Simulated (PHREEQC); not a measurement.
1 kg of water holding 0.093 mol KCl, 0.44 mol NaCl and 0.34 mol Na2CO3 is evaporated at 25 °C; the solids stay in contact with the brine. CO2 from the air is kept out. The run lets Halite, Kalicinite, Nahcolite, Natron, Sylvite, Trona precipitate or redissolve, and no other solid.

All values are PHREEQC results (Pitzer model, pitzer.dat), not measurements.

```tsv
water left (kg)	ionic strength	water activity	Halite (mol)	Natron (mol)	Sylvite (mol)
1	1.55	0.969	0	0	0
0.8219	1.88	0.963	0	0	0
0.6755	2.29	0.955	0	0	0
0.5552	2.79	0.945	0	0	0
0.4563	…	0.933	0	0	0
0.3751	4.13	0.917	0	0	0
0.3083	5.03	0.897	0	0	0
0.2534	6.12	0.870	0	0	0
0.2083	7.45	0.835	0	0	0
0.1712	9.07	0.787	0	0	0
0.1407	11.0	0.722	0	0	0
0.1157	12.5	0.689	0.105	0	0
0.09509	13.9	0.672	…	0	0
0.06577	…	0.650	0.346	0.0687	0
0.01273	15.5	0.646	0.424	0.286	0.0742
```

Task: Fill in the missing entries.

Result: 
- 0.4563, ionic strength: 3.40
- 0.09509, Halite (mol): 0.230
- 0.06577, ionic strength: 15.2

Complexes and solids missing from the database can't appear.
